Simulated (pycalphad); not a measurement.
## Effect of Si content in Cu-Si

CALPHAD calculation (pycalphad, COST 507 light-alloy database (1999)), 1 atm. These are 1990s assessments: newer ones move some temperatures and phases. Amounts are mole fractions of atoms. Diffusion is slow at the low end, where real alloys seldom reach equilibrium.

| alloy | liquidus (°C) | first solid | solidus (°C) | phases at 337 °C |
|---|---|---|---|---|
| Cu-4.007Si (wt.%) | 983 | fcc | 906 | fcc 0.87, CU19SI6_ETA 0.13 |
| Cu-5.431Si (wt.%) | 933 | fcc | 852 | fcc 0.71, CU19SI6_ETA 0.29 |
| Cu-11.66Si (wt.%) | … | … | … | … |
| Cu-18.88Si (wt.%) | 878 | diamond (Si) | 800 | CU19SI6_ETA 0.86, diamond (Si) 0.14 |

**Question.** What belongs in the gaps?

**Answer.** 
- Cu-11.66Si (wt.%), liquidus (°C): 857
- Cu-11.66Si (wt.%), first solid: CU19SI6_ETA
- Cu-11.66Si (wt.%), solidus (°C): 816
- Cu-11.66Si (wt.%), phases at 337 °C: CU19SI6_ETA 0.94, fcc 0.06

Database names, with the compositions (at.%) that they take in these runs: CU19SI6_ETA: Cu 76 Si 24.
